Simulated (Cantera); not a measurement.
**Adiabatic ignition**

An adiabatic, constant-volume homogeneous reactor starts with CH4 : C2H6 : O2 : N2 = 1 : 0.23 : 4.84 : 18.2 (molar parts), equivalence ratio 0.58, at 1075 K and 4.93 atm.

Detailed kinetics in Cantera: GRI-Mech 3.0 (53 species, 325 reactions).

| t (s) | T (K) | P (bar) | x CH4 | x C2H6 | x O2 | x H | x OH |
|---|---|---|---|---|---|---|---|
| 8.00e-6 | 1075 | 5.00 | 0.0412 | 0.00948 | 0.199 | <1e-12 | 1.47e-12 |
| 1.84e-5 | 1075 | 5.00 | 0.0412 | 0.00948 | 0.199 | <1e-12 | 3.30e-12 |
| 4.21e-5 | 1075 | 5.00 | 0.0412 | 0.00948 | 0.199 | 1.54e-12 | 7.21e-12 |
| 9.67e-5 | 1075 | 5.00 | 0.0412 | 0.00948 | 0.199 | 3.28e-12 | 1.50e-11 |
| 0.000222 | 1075 | 5.00 | 0.0412 | 0.00948 | 0.199 | 7.20e-12 | 2.92e-11 |
| 0.000509 | 1075 | 5.00 | 0.0412 | 0.00948 | 0.199 | 1.75e-11 | 5.96e-11 |
| 0.00117 | 1075 | 5.00 | 0.0412 | 0.00948 | 0.199 | 5.67e-11 | 1.75e-10 |
| 0.00268 | 1075 | 5.00 | 0.0412 | 0.00947 | 0.199 | 3.96e-10 | 1.05e-9 |
| 0.00616 | 1076 | 5.01 | 0.0411 | 0.00935 | 0.199 | 9.98e-9 | 2.29e-8 |
| 0.0141 | 2509 | 11.8 | <1e-12 | <1e-12 | 0.0775 | 0.000203 | 0.00646 |
| 0.0324 | 2501 | 11.7 | <1e-12 | <1e-12 | 0.0758 | 0.000193 | 0.00627 |
| 0.0744 | 2501 | 11.7 | <1e-12 | <1e-12 | 0.0758 | 0.000193 | 0.00627 |
| 0.171 | 2501 | 11.7 | <1e-12 | <1e-12 | 0.0758 | 0.000193 | 0.00627 |
| 0.392 | 2501 | 11.7 | <1e-12 | <1e-12 | 0.0758 | 0.000193 | 0.00627 |
| 0.900 | 2501 | 11.7 | <1e-12 | <1e-12 | 0.0758 | 0.000193 | 0.00627 |
x: mole fraction; the columns are a selection and need not sum to one.

time of steepest temperature rise: 10.4 ms
temperature at 0.900 s: 2501 K
equilibrium temperature: 2501 K
x(CH4) at 0.900 s: <1e-12 (gas-phase equilibrium <1e-12)
x(C2H6) at 0.900 s: <1e-12 (gas-phase equilibrium <1e-12)
x(O2) at 0.900 s: 0.0758 (gas-phase equilibrium 0.0758)
